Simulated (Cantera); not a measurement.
A Cantera script and what it prints.

```python
import numpy as np
import cantera as ct

gas_names = """
    CL CL2 H HCL H2 N NH NH2 NH3 N2 N2H2 N2H4 Si SiCL SiCL2 SiCL3 SiCL4 SiH SiHCL3 SiH2 SiH2CL2 SiH3
    SiH3CL SiH4 SiN Si2 Si2N Si3
""".split()
cond_names = """
    NH4CL(a) NH4CL(b) Si(cr) Si(L) Si3N4(a)
""".split()


# ... load() reads the species with a 1 bar reference pressure and builds the phases ...
atoms = {
    'SiHCl3': {'Si': 1, 'H': 1, 'CL': 3},
    'HCl': {'H': 1, 'CL': 1},
    'N2': {'N': 2},
}
top_T = {'Si3N4(a)': 2400}  # K; cautious upper limits of use, not melting points


# ... equilibrate(T, P, feed) seeds the gas with the atoms and calls Mixture.equilibrate('TP', solver="vcs", rtol=1e-11, max_steps=5000) ...
results = []
feed = {'SiHCl3': 1, 'HCl': 3.8, 'N2': 5.4}  # mol
P = 133.322  # Pa
for T in [1000, 1050, 1100, 1150, 1200, 1250, 1300, 1350]:
    mix = equilibrate(T, P, feed)
    results.append((T, P, feed, dict(zip(mix.species_names, mix.species_moles))))
    x = sorted(zip(gas.X, gas.species_names), reverse=True)
    print(f"T = {T:g} K  P = {P:g} Pa  gas = {mix.phase_moles(0):.4g} mol")
    print("   x: " + "  ".join(f"{s} {v:.3e}" for v, s in x if v > 1e-05))
    print("   condensed (mol): " + ("  ".join(f"{mix.phase(i).name} {mix.phase_moles(i):.4g}"
          for i in range(1, mix.n_phases) if mix.phase_moles(i) > 1e-12) or "none"))
```

Output:

```
T = 1000 K  P = 133.322 Pa  gas = 10.24 mol
   x: N2 5.205e-01  HCL 3.157e-01  SiCL4 8.682e-02  H2 7.650e-02  SiCL3 2.554e-04  SiHCL3 1.482e-04  SiCL2 1.819e-05
   condensed (mol): Si3N4(a) 0.03564
T = 1050 K  P = 133.322 Pa  gas = 10.24 mol
   x: N2 5.192e-01  HCL 3.219e-01  SiCL4 8.479e-02  H2 7.324e-02  SiCL3 6.502e-04  SiHCL3 2.003e-04  SiCL2 9.034e-05
   condensed (mol): Si3N4(a) 0.04056
T = 1100 K  P = 133.322 Pa  gas = 10.26 mol
   x: N2 5.180e-01  HCL 3.269e-01  SiCL4 8.250e-02  H2 7.042e-02  SiCL3 1.512e-03  SiCL2 3.855e-04  SiHCL3 2.621e-04
   condensed (mol): Si3N4(a) 0.04391
T = 1150 K  P = 133.322 Pa  gas = 10.28 mol
   x: N2 5.169e-01  HCL 3.307e-01  SiCL4 7.938e-02  H2 6.805e-02  SiCL3 3.229e-03  SiCL2 1.436e-03  SiHCL3 3.317e-04
   condensed (mol): Si3N4(a) 0.04433
T = 1200 K  P = 133.322 Pa  gas = 10.32 mol
   x: N2 5.158e-01  HCL 3.322e-01  SiCL4 7.428e-02  H2 6.625e-02  SiCL3 6.316e-03  SiCL2 4.710e-03  SiHCL3 4.030e-04
   condensed (mol): Si3N4(a) 0.0385
T = 1250 K  P = 133.322 Pa  gas = 10.42 mol
   x: N2 5.146e-01  HCL 3.296e-01  H2 6.530e-02  SiCL4 6.530e-02  SiCL2 1.354e-02  SiCL3 1.112e-02  SiHCL3 4.603e-04  CL 1.460e-05
   condensed (mol): Si3N4(a) 0.01931
T = 1300 K  P = 133.322 Pa  gas = 10.57 mol
   x: N2 5.107e-01  HCL 3.357e-01  H2 5.896e-02  SiCL4 5.123e-02  SiCL2 2.752e-02  SiCL3 1.542e-02  SiHCL3 4.100e-04  CL 3.533e-05
   condensed (mol): none
T = 1350 K  P = 133.322 Pa  gas = 10.7 mol
   x: N2 5.045e-01  HCL 3.558e-01  H2 4.615e-02  SiCL2 3.851e-02  SiCL4 3.760e-02  SiCL3 1.704e-02  SiHCL3 2.792e-04  CL 9.007e-05  H 1.402e-05
   condensed (mol): none
```

These are equilibrium values from Cantera (NASA tables, ideal gas, pure condensed phases), not measurements of a reactor. N2 is the only nitrogen source here; it is nearly inert below about 1500 K, so the nitride shown seldom forms there in practice. The tables' values for SiCl3 are old estimates; treat these amounts as uncertain.
